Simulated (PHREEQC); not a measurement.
Synthetic water in mmol/kgw, 20 °C, pH 3.77: Na 108; K 8.54; Ca 1.84; Mg 7.27; Cl 22.7; S(6) 59.1; Sr 0.0342.

Cl is adjusted to close the charge balance.
Valence states are taken as typed.

Model: Pitzer model, pitzer.dat, run in PHREEQC.

ionic strength: 0.203 mol/kgw
specific conductance: 11000 µS/cm
density: 1.007 g/cm³
osmotic coefficient: 0.810
total alkalinity: -0.527 meq/kg

```json
[
 {"species": "Na+", "molality": "0.108", "activity": "0.0767", "log γ": "-0.149"},
 {"species": "SO4-2", "molality": "0.0588", "activity": "0.0142", "log γ": "-0.618"},
 {"species": "Cl-", "molality": "0.0172", "activity": "0.0123", "log γ": "-0.145"},
 {"species": "K+", "molality": "0.00854", "activity": "0.00595", "log γ": "-0.157"},
 {"species": "Mg+2", "molality": "0.00727", "activity": "0.00151", "log γ": "-0.683"},
 {"species": "Ca+2", "molality": "0.00184", "activity": "0.000309", "log γ": "-0.775"},
 {"species": "HSO4-", "molality": "0.000276", "activity": "0.000200", "log γ": "-0.141"},
 {"species": "H+", "molality": "0.000250", "activity": "0.000170", "log γ": "-0.169"},
 {"species": "Sr+2", "molality": "3.42e-5", "activity": "5.87e-6", "log γ": "-0.765"}
]
```

Precipitation was switched off in this run.
